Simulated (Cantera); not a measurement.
**Boron, boron nitride and boron oxide: B₂H₆ + O₂ + N₂**

Input: 1 mol B₂H₆, 0.24 mol O₂, 1.1 mol N₂, held at 1.88 Torr.

Equilibrium computed with Cantera from the NASA thermochemical tables; the gas is ideal and each condensed phase is pure. Candidate condensed phases: B, BN, B₂O₃, B₃O₃H₃, H₂O; 39 gas species. The feed counts by its element totals alone. N₂ is the only nitrogen source here; it is nearly inert below about 1500 K, so the nitride shown seldom forms there in practice. Mutual solubility and eutectic melting of coexisting phases are not modelled. Kinetics and transport are ignored.

```csv
T (K),x H₂,x N₂,x HBO,x B₂O₃,x B₂O₂,x HBO₂,n BN(s),n B₂O₃(l)
875,0.920,0.0796,6.80e-10,1.38e-12,<1e-12,5.98e-7,1.68,0.159
950,0.920,0.0796,1.66e-8,1.07e-10,<1e-12,3.99e-6,1.68,0.159
1025,0.920,0.0796,2.52e-7,4.30e-9,3.48e-12,1.98e-5,1.68,0.159
1100,0.920,0.0796,2.61e-6,1.02e-7,2.46e-10,7.80e-5,1.68,0.159
1175,0.920,0.0796,1.99e-5,1.60e-6,9.98e-9,0.000254,1.68,0.159
1250,0.919,0.0795,0.000118,1.76e-5,2.56e-7,0.000711,1.68,0.158
1325,0.918,0.0793,0.000569,0.000147,4.51e-6,0.00175,1.68,0.155
1400,0.913,0.0791,0.00230,0.000961,5.78e-5,0.00389,1.68,0.145
1475,0.899,0.0787,0.00800,0.00516,0.000568,0.00785,1.68,0.115
1550,0.854,0.0787,0.0241,0.0233,0.00443,0.0145,1.66,0.00825
1625,0.836,0.0831,0.0392,0.0196,0.0100,0.00919,1.62,0
1700,0.818,0.0879,0.0542,0.0117,0.0166,0.00481,1.58,0
1775,0.803,0.0914,0.0649,0.00517,0.0209,0.00210,1.55,0
```
x: gas mole fraction; n: condensed amount in mol.

From 875 K to 1550 K the condensed part is BN(s) + B₂O₃(l). From 1625 K to 1775 K the condensed part is BN(s). The main B-bearing gas is HBO₂ at 875 K and HBO at 1775 K.
